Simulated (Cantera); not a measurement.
Input: 1 mol PbO, 0.45 mol H2, at 1227 °C and 17.0 Pa.

These are equilibrium values from Cantera (NASA tables, ideal gas, pure condensed phases), not measurements of a reactor. Candidate condensed phases: H2O, Pb, PbO, PbO2, Pb3O4; 12 gas species. Equilibrium is a limit: real reactors are often held back by kinetics, nucleation or transport.

Question: What is the equilibrium state?

Answer: 
```
Item                                  Value
--------------------------------  ---------
x(Pb)                                 0.403
x(H2O)                                0.293
x(PbO)                                0.249
x(O2)                                0.0548
x(OH)                              0.000837
x(H2)                              0.000181
x(O)                                7.28e-5
x(H)                                1.82e-5
gas amount                        1.535 mol
log10 activity of Pb(l) (absent)      -2.55
```
